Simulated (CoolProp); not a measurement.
Vapour-liquid equilibrium of propane (1) + cyclopropane (2) at 337.3 K; x and y are mole fractions of (1).

Computed with CoolProp (multi-fluid Helmholtz-energy mixture model, Lemmon 2009 and Polt 1992; pair parameters Bell 2016). This equation is an older, rougher fit; its heat capacities, sound speeds and derivatives of the liquid may be far off and weren't checked against measurements.

### Question
Give the bubble pressure and the first vapour's composition at x = 0.125, 0.35, 0.425. Is there an azeotrope?

### Answer
x = 0.125: 1.942 MPa, y = 0.156; x = 0.35: 2.100 MPa, y = 0.397; x = 0.425: 2.143 MPa, y = 0.469. No azeotrope shows between x = 0.05 and 0.95.

Pair parameters are fitted to limited data, so mixtures are less certain than the pure fluids.
